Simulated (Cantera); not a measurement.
## Ignition delay

Mixture: 7.63 % CO, 0.748 % H2, 8.40 % CH4, 17.5 % O2, 65.7 % N2, at 23.0 bar, adiabatic and at constant pressure. Ignition delay is the time to a rise of 400 K.

Cantera simulation using GRI-Mech 3.0 (53 species, 325 reactions); the numbers are that mechanism's predictions, not measurements. The pressure lies above the range GRI-Mech 3.0 was tuned for (to about 10 atm).

```csv
T0 (K),delay (ms)
1073,6.62
1148,2.52
1223,1.08
1298,0.493
1373,0.237
1448,0.119
1523,0.0616
```

```yaml
apparent activation energy between 1373 and 1523 K: 160 kJ/mol
```
